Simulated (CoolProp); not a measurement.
A single-stage vapour-compression cycle with the fluid: evaporating at 307.15 K (dew point), condensing at 350.15 K (bubble point), superheat 10 K, subcooling 5 K, compressor efficiency 0.9, no pressure losses. The same conditions are run with several fluids, on thermodynamics alone (safety and materials aside).

The numbers come from the reference Helmholtz-energy equation of state of each fluid (R227EA: Lemmon 2016; R1224YDZ: Akasaka 2023; trans-2-butene: Lemmon 2005; R236FA: Pan 2012; propyne: Polt 1992; R124: de Vries 1995) in CoolProp. The equations of Platzer and Polt are older, rougher fits.

```json
[
 {"fluid": "R227EA", "cooling COP": "4.48", "pressure ratio": "2.93", "discharge temperature (K)": "352.0", "refrigerating effect (kJ/kg)": "___", "volumetric capacity (kJ/m³)": "___"},
 {"fluid": "R1224YDZ", "cooling COP": "___", "pressure ratio": "3.40", "discharge temperature (K)": "353.7", "refrigerating effect (kJ/kg)": "122", "volumetric capacity (kJ/m³)": "1480"},
 {"fluid": "trans-2-butene", "cooling COP": "5.48", "pressure ratio": "3.02", "discharge temperature (K)": "___", "refrigerating effect (kJ/kg)": "294", "volumetric capacity (kJ/m³)": "2100"},
 {"fluid": "R236FA", "cooling COP": "5.06", "pressure ratio": "3.20", "discharge temperature (K)": "352.8", "refrigerating effect (kJ/kg)": "99.2", "volumetric capacity (kJ/m³)": "2310"},
 {"fluid": "propyne", "cooling COP": "5.35", "pressure ratio": "2.81", "discharge temperature (K)": "374.1", "refrigerating effect (kJ/kg)": "370", "volumetric capacity (kJ/m³)": "4760"},
 {"fluid": "R124", "cooling COP": "5.10", "pressure ratio": "2.95", "discharge temperature (K)": "358.0", "refrigerating effect (kJ/kg)": "103", "volumetric capacity (kJ/m³)": "3020"}
]
```

Task: Some entries are withheld; supply them.

Result: 
- R227EA, refrigerating effect (kJ/kg): 66.5
- R227EA, volumetric capacity (kJ/m³): 2970
- R1224YDZ, cooling COP: 5.40
- trans-2-butene, discharge temperature (K): 359.0
